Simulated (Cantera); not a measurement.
Input: 1 mol CH3F, 0.34 mol HCl, at 0.670 bar.

Method: chemical equilibrium by Gibbs-energy minimisation in Cantera with the NASA 1993 tables (ideal gas, pure condensed phases). Candidate condensed phases: C, C6H6, C7H8, C8H18; 118 gas species. The numbers say what is thermodynamically allowed, not how fast it happens. All values below are at 1023 K.

Base state: HF 0.431, H2 0.414, HCl 0.147, CH4 0.00861 (mole fractions); condensed: C(graphite).

What changes in the equilibrium state with this change: HCl from 0.34 to 2.7 mol?


```
species            before    after
----------------  -------  -------
HCl                 0.147    0.576
HF                  0.431    0.213
H2                  0.414    0.209
CH4               0.00861  0.00219
C(graphite), mol    0.980    0.990
```
